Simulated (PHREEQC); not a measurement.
Consider water at 25 °C and 300 atm with 0.19 mol/kgw HCl and 0.0061 mol/kgw CuSO4. Closed to the air; pH follows from the charge balance.

Equilibrium calculation in PHREEQC: ion-association model, phreeqc.dat.

```csv
quantity,before,after
pH,0.83,2.74
ionic strength (mol/kgw),0.203,0.00213
Cu+2 (mol/kgw),0.00517,6.04e-5
CuCl+ (mol/kgw),0.000809,2.35e-7
CuCl2 (mol/kgw),3.54e-5,1.87e-10
CuOH+ (mol/kgw),1.49e-10,2.68e-10
```

Problem. Name the change that produced these shifts.
A) diluted 100-fold with water
B) 0.0023 mol/kgw KHSO4 added
C) temperature from 25 to 10 °C
D) diluted 5-fold with water
E) CuSO4 replaced by Cu(NO3)2 at the same molality

Solution. A, diluted 100-fold with water

Precipitation was switched off in this run. Under pressure, the constants of complexes without a molar volume in the database are unreliable.
